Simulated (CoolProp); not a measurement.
The fluid at 293.15 K and 3.86 MPa is throttled through a valve to 2.13 MPa with no heat exchange. The same conditions are run with several fluids, on thermodynamics alone (safety and materials aside).

Values from CoolProp's reference Helmholtz-energy equation of state of each fluid (normal hydrogen: Leachman 2009; dry air: Lemmon 2000; nitrogen: Span 2000; C2F6 (R116): Lemmon 2006; carbon monoxide: Lemmon 2006). Blends and air are pseudo-pure fits.

Q: Rank normal hydrogen, dry air, nitrogen, C2F6 (R116), carbon monoxide by temperature change (K), highest first.

A: normal hydrogen (+0.5), nitrogen (-3.5), dry air (-3.7), carbon monoxide (-4.1), C2F6 (R116) (-14.5)

| fluid | final phase | final density (kg/m³) |
|---|---|---|
| normal hydrogen | supercritical | 1.74 |
| dry air | gas | 25.8 |
| nitrogen | gas | 24.9 |
| C2F6 (R116) | two-phase, vapour fraction 0.330 | 467 |
| carbon monoxide | gas | 25.0 |
